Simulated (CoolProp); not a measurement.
A simple Rankine cycle with tetrahydrofuran: condensing at 331.15 K, boiler at 1.33 MPa, turbine inlet 462.8 K, turbine efficiency 0.65, pump efficiency 0.8, no recuperator. Each further row changes one setting.

The numbers come from the reference Helmholtz-energy equation of state, Fiedler 2023 in CoolProp.

```json
[
 {"case": "as stated", "thermal efficiency (%)": "13.6", "net work (kJ/kg)": "79.9", "heat in (kJ/kg)": "589", "turbine exit temperature (K)": "395.4", "volume ratio over the turbine": "17.2"},
 {"case": "turbine inlet 482.8 K", "thermal efficiency (%)": "13.6", "net work (kJ/kg)": "85.1", "heat in (kJ/kg)": "627", "turbine exit temperature (K)": "417.1", "volume ratio over the turbine": "16.9"},
 {"case": "condensing temperature 323.15 K", "thermal efficiency (%)": "14.5", "net work (kJ/kg)": "87.4", "heat in (kJ/kg)": "603", "turbine exit temperature (K)": "390.0", "volume ratio over the turbine": "22.6"},
 {"case": "boiler pressure 0.931 MPa", "thermal efficiency (%)": "12.2", "net work (kJ/kg)": "73.1", "heat in (kJ/kg)": "599", "turbine exit temperature (K)": "406.6", "volume ratio over the turbine": "11.6"},
 {"case": "turbine efficiency 0.55", "thermal efficiency (%)": "11.4", "net work (kJ/kg)": "67.4", "heat in (kJ/kg)": "589", "turbine exit temperature (K)": "403.8", "volume ratio over the turbine": "17.6"}
]
```
